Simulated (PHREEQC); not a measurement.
0.5 mol of Vivianite (Fe3(PO4)2:8H2O) is brought to equilibrium with 1 kg of water, at 25 °C under several pressures of CO2. The system is closed to oxygen. Solids allowed: Vivianite, Siderite. Others were left out.

All values are PHREEQC results (ion-association model, phreeqc.dat), not measurements.

| log pCO2 (atm) | pH | dissolved Fe (mol/kgw) | dissolved P (mol/kgw) | CO2 (mol/kgw) |
|---|---|---|---|---|
| -5 | 7.58 | 7.23e-6 | 4.82e-6 | 3.40e-7 |
| -4.5 | 7.30 | 1.03e-5 | 6.86e-6 | 1.08e-6 |
| -4 | 7.02 | 1.53e-5 | 1.02e-5 | [?] |
| -3.5 | 6.75 | 2.35e-5 | 1.57e-5 | 1.08e-5 |
| -3 | 6.47 | 3.73e-5 | 2.49e-5 | 3.40e-5 |
| -2.5 | 6.20 | 6.09e-5 | 4.06e-5 | 0.000108 |
| -2 | 5.93 | 0.000101 | 6.76e-5 | 0.000340 |
| -1.5 | 5.66 | 0.000172 | 0.000114 | 0.00108 |
| -1 | 5.39 | 0.000296 | 0.000197 | [?] |
| -0.5 | 5.13 | 0.000520 | 0.000347 | [?] |
| 0 | 4.87 | 0.000936 | 0.000624 | 0.0338 |

Q: Some entries are withheld; supply them.

A: 
- -4, CO2 (mol/kgw): 3.40e-6
- -1, CO2 (mol/kgw): 0.00340
- -0.5, CO2 (mol/kgw): 0.0107
